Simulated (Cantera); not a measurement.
Mixture: CH3OH : O2 : N2 = 1 : 1.65 : 6.2 (molar parts), at 593 Torr, adiabatic and at constant pressure. Ignition delay is the time to a rise of 400 K.

Detailed kinetics in Cantera: GRI-Mech 3.0 (53 species, 325 reactions). GRI-Mech 3.0 was tuned for natural gas; its chemistry of methanol as a main component is partial and can be far from experiment.

Problem. What does this change do: constant volume in place of constant pressure?

Solution. 
| quantity | before | after |
|---|---|---|
| delay at 1025 K | 0.360 s | 0.355 s |
| delay at 1175 K | 18.4 ms | 17.9 ms |
| delay at 1325 K | 1.95 ms | 1.85 ms |
| delay at 1475 K | 0.365 ms | 0.331 ms |
| delay at 1625 K | 0.103 ms | 88.5 µs |
| apparent activation energy between 1475 and 1625 K | 170 kJ/mol | 180 kJ/mol |

Problem. What does this change do: N2 6.2 to 13 parts?

Solution. 
```
quantity                                                before       after
--------------------------------------------------  ----------  ----------
delay at 1025 K                                        0.360 s     0.436 s
delay at 1175 K                                        18.4 ms     22.5 ms
delay at 1325 K                                        1.95 ms     2.50 ms
delay at 1475 K                                       0.365 ms    0.517 ms
delay at 1625 K                                       0.103 ms    0.185 ms
apparent activation energy between 1475 and 1625 K  170 kJ/mol  140 kJ/mol
```
